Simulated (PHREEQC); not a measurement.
Solution (25 °C): 15 mmol/kgw NaOH, 0.038 mmol/kgw H3BO3 and 0.38 mmol/kgw K3PO4. Closed to the air; pH follows from the charge balance.

Model: ion-association model, wateq4f.dat, run in PHREEQC.

| Item | Value |
|---|---|
| pH | 12.12 |
| ionic strength | 0.0169 mol/kgw |
| total alkalinity | 15.8 meq/kg |

```csv
species,molality,activity,log γ
OH-,0.0151,0.0133,-0.058
Na+,0.0150,0.0132,-0.055
K+,0.00114,0.000999,-0.057
PO4-3,0.000199,6.41e-5,-0.492
HPO4-2,0.000178,0.000107,-0.219
H2BO3-,3.80e-5,3.31e-5,-0.060
NaHPO4-,3.13e-6,2.76e-6,-0.054
KHPO4-,2.37e-7,2.09e-7,-0.054
H3BO3,4.32e-8,4.34e-8,0.002
H2PO4-,1.48e-9,1.30e-9,-0.054
```

Precipitation was switched off in this run. H3PO4, which wateq4f.dat lacks, is added to it with the constant of phreeqc.dat.
